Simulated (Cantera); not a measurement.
A closed system holds: 1 mol MgO, 0.2 mol SO₃, 5.8 mol H₂O, held at 1625 °C and 0.0133 bar.

Method: chemical equilibrium by Gibbs-energy minimisation in Cantera with the NASA 1993 tables (ideal gas, pure condensed phases). Candidate condensed phases: H₂O, H₂SO₄, Mg, MgO, Mg(OH)₂, MgS, MgSO₄, S; 26 gas species. The numbers say what is thermodynamically allowed, not how fast it happens.

Base state: H₂O 0.934, SO₂ 0.0325, O₂ 0.0186, H₂ 0.00760, OH 0.00594, H 0.000591, O 0.000347, SO 0.000116 (mole fractions); condensed: MgO(s).

**Question.** What changes in the equilibrium state with this change: SO₃ from 0.2 to 0.14 mol?

**Answer.** 
```json
[
 {"species": "H₂O", "before": "0.934", "after": "0.947"},
 {"species": "SO₂", "before": "0.0325", "after": "0.0230"},
 {"species": "O₂", "before": "0.0186", "after": "0.0146"},
 {"species": "Mg(OH)₂", "before": "1.55e-5", "after": "1.57e-5"},
 {"species": "SO", "before": "0.000116", "after": "9.28e-5"},
 {"species": "H₂", "before": "0.00760", "after": "0.00871"},
 {"species": "O", "before": "0.000347", "after": "0.000307"},
 {"species": "H", "before": "0.000591", "after": "0.000633"},
 {"species": "MgO(s), mol", "before": "1.000", "after": "1.000"}
]
```
